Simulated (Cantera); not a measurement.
A closed system holds: 1 mol SiH2Cl2, 0.71 mol N2, 80 mol H2, held at 2.40 mbar.

These are equilibrium values from Cantera (NASA tables, ideal gas, pure condensed phases), not measurements of a reactor. Candidate condensed phases: NH4Cl, Si, Si3N4; 28 gas species. The tables' values for SiCl are old estimates; treat these amounts as uncertain. Gases not in the tables: Si2H6 and higher silanes. Kinetics and transport are ignored. All values below are at 1750 K.

Base state: H2 0.963, HCl 0.0209, N2 0.00856, H 0.00466, SiCl2 0.00151, Si 0.000625, Cl 7.81e-5, SiCl 7.67e-5 (mole fractions); condensed: Si(l).

Task: What changes in the equilibrium state with this change: SiH2Cl2 replaced by trisilylamine?

Result: 
| species | before | after |
|---|---|---|
| H2 | 0.963 | 0.981 |
| N2 | 0.00856 | 0.0141 |
| H | 0.00466 | 0.00470 |
| HCl | 0.0209 | 0 |
| Si | 0.000625 | 0.000625 |
| SiCl2 | 0.00151 | 0 |
| Cl | 7.81e-5 | 0 |
| SiCl | 7.67e-5 | 0 |
| SiH2 | 2.01e-5 | 2.04e-5 |
| Si(l), mol | 0.810 | 2.94 |
The feed counts by its element totals alone.
